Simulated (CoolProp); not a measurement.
Vapour-liquid equilibrium of diethyl ether (1) + n-hexane (2) at 327.2 K; x and y are mole fractions of (1).

Computed with CoolProp (multi-fluid Helmholtz-energy mixture model, Thol 2014 and Thol 2019; pair parameters Bell 2016).

Give the bubble pressure and the first vapour's composition at x = 0.575, 0.725, 0.8. Is there an azeotrope?

x = 0.575: 0.1420 MPa, y = 0.788; x = 0.725: 0.1600 MPa, y = 0.873; x = 0.8: 0.1691 MPa, y = 0.911. No azeotrope shows between x = 0.05 and 0.95.

The pair parameters rest on a limited set of measurements; away from them the model extrapolates.
